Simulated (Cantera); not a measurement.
Input: 1 mol TEOS, 0.17 mol CO2, 89 mol H2, at 12.0 mbar.

Cantera equilibrium calculation (NASA polynomials, part measured and part estimated; ideal gas, pure solids and liquids). Candidate condensed phases: C, C6H6, C7H8, C8H18, H2O, Si, SiC, SiO2; 123 gas species. The feed counts by its element totals alone. Mutual solubility and eutectic melting of coexisting phases are not modelled. The tables hold silica as quartz up to 1696 K and as liquid above; real silica turns to tridymite and cristobalite and melts near 1996 K. The numbers say what is thermodynamically allowed, not how fast it happens.

### Question
Which condensed phases are stable at each of these points (T (K)): 973, 1023, 1073, 1123, 1173, 1223, 1273, 1323, 1373, 1423, 1473, 1523, 1573, 1623?

### Answer
```
T (K)                       condensed phases  Si condensed (%)
-----  -------------------------------------  ----------------
973             C(graphite) + SiO2(β-quartz)             100.0
1023            C(graphite) + SiO2(β-quartz)             100.0
1073            C(graphite) + SiO2(β-quartz)             100.0
1123            C(graphite) + SiO2(β-quartz)             100.0
1173            C(graphite) + SiO2(β-quartz)             100.0
1223            C(graphite) + SiO2(β-quartz)             100.0
1273   C(graphite) + SiC(s) + SiO2(β-quartz)              99.8
1323                    C(graphite) + SiC(s)              99.6
1373                    C(graphite) + SiC(s)              99.5
1423                    C(graphite) + SiC(s)              99.4
1473                    C(graphite) + SiC(s)              99.2
1523                    C(graphite) + SiC(s)              99.1
1573                    C(graphite) + SiC(s)              98.9
1623                    C(graphite) + SiC(s)              98.6
```

From 973 K to 1223 K the condensed part is C(graphite) + SiO2(β-quartz). At 1273 K the condensed part is C(graphite) + SiC(s) + SiO2(β-quartz). From 1323 K to 1623 K the condensed part is C(graphite) + SiC(s).
